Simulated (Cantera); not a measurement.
An isothermal, constant-pressure homogeneous reactor starts with 4.76 % CH₄, 95.2 % N₂, at 1523 K and 0.000563 atm.

Detailed kinetics in Cantera: GRI-Mech 3.0 (53 species, 325 reactions). GRI-Mech 3.0 stops at C3 and has no aromatics, soot or wall deposition, so with more carbon than oxygen in the feed, carbon stays in small species such as C2H2 where larger ones or solid carbon would form. Radical loss at walls, strong at low pressure, is not modelled.

Task: Predict: x(CH₄) at 30.0 s; x(CH₂) at 30.0 s; x(C₂H₂) at 30.0 s; x(H₂) at 30.0 s; x(C₂H₄) at 30.0 s; x(C₂H₆) at 30.0 s; x(H) at 30.0 s.

Result: 
| Property | Result |
|---|---|
| x(CH₄) at 30.0 s | 0.0335 (gas-phase equilibrium 4.90e-7) |
| x(CH₂) at 30.0 s | 1.63e-7 (gas-phase equilibrium 1.18e-10) |
| x(C₂H₂) at 30.0 s | 0.00526 (gas-phase equilibrium 0.00533) |
| x(H₂) at 30.0 s | 0.0186 (gas-phase equilibrium 0.0680) |
| x(C₂H₄) at 30.0 s | 0.00132 (gas-phase equilibrium 4.65e-8) |
| x(C₂H₆) at 30.0 s | 1.70e-6 (gas-phase equilibrium <1e-12) |
| x(H) at 30.0 s | 1.26e-5 (gas-phase equilibrium 0.000254) |
